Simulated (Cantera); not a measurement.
A closed system holds: 1 mol B2H6, 0.081 mol O2, 120 mol N2, equilibrated at 1.73 Torr.

These are equilibrium values from Cantera (NASA tables, ideal gas, pure condensed phases), not measurements of a reactor. Candidate condensed phases: B, BN, B2O3, B3O3H3, H2O; 39 gas species. The feed counts by its element totals alone. N2 is the only nitrogen source here; it is nearly inert below about 1500 K, so the nitride shown seldom forms there in practice. Equilibrium is a limit: real reactors are often held back by kinetics, nucleation or transport.

x: gas mole fraction; n: condensed amount in mol.

| T (°C) | x N2 | x H2 | x H | x BO | x HBO | x HBO2 | n BN(s) |
|---|---|---|---|---|---|---|---|
| 1177 | 0.975 | 0.0243 | 3.07e-5 | 8.36e-6 | ___ | 0.000238 | 1.89 |
| 1252 | 0.975 | 0.0242 | 7.68e-5 | 3.37e-5 | ___ | 0.000145 | 1.88 |
| 1327 | 0.975 | 0.0241 | 0.000176 | 0.000104 | ___ | 6.99e-5 | 1.86 |
| 1402 | 0.975 | 0.0240 | 0.000375 | 0.000236 | 0.000733 | 2.43e-5 | 1.84 |
| 1477 | 0.974 | 0.0238 | 0.000748 | 0.000417 | 0.000703 | 6.38e-6 | 1.84 |
| 1552 | 0.974 | 0.0235 | 0.00141 | 0.000616 | ___ | 1.44e-6 | 1.84 |
| 1627 | 0.973 | 0.0230 | 0.00251 | 0.000803 | ___ | 3.04e-7 | 1.84 |
| 1702 | 0.972 | 0.0222 | 0.00425 | 0.000955 | ___ | 6.21e-8 | 1.84 |
| 1777 | 0.971 | 0.0209 | 0.00684 | 0.00107 | ___ | 1.27e-8 | 1.83 |

### Question
Complete the blanks.

### Answer

- 1177, x HBO: 0.000235
- 1252, x HBO: 0.000423
- 1327, x HBO: 0.000626
- 1552, x HBO: 0.000594
- 1627, x HBO: 0.000460
- 1702, x HBO: 0.000336
- 1777, x HBO: 0.000235
